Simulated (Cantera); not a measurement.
An isothermal plug-flow reactor at 1075 K and 100000 Pa (inlet), inlet velocity 4.1 m/s, active area per volume 2800 1/m; feed CH4 : O2 : N2 = 0.0028 : 0.095 : 1.3 (molar parts), equivalence ratio 0.059.

Computed with Cantera and Deutschmann's 1995 Pt surface mechanism with GRI-Mech 3.0 gas chemistry. Catalytic surfaces can have several steady states; this one follows from the mechanism file's or the stated starting coverage. Mass transfer to the wall is taken as infinitely fast.

Predict: x(CH4) at z = 0.047 m; x(O2) at z = 0.047 m; x(H2O) at z = 0.047 m; x(CO2) at z = 0.047 m; x(CO) at z = 0.047 m; θ(free Pt) at the exit; θ(O*) at the exit; θ(OH*) at the exit.


```json
{
 "x(CH4) at z = 0.047 m": "3.63e-6",
 "x(O2) at z = 0.047 m": "0.0640",
 "x(H2O) at z = 0.047 m": "0.00399",
 "x(CO2) at z = 0.047 m": "0.00200",
 "x(CO) at z = 0.047 m": "3.33e-9",
 "θ(free Pt) at the exit": "0.306",
 "θ(O*) at the exit": "0.693",
 "θ(OH*) at the exit": "0.00103"
}
```
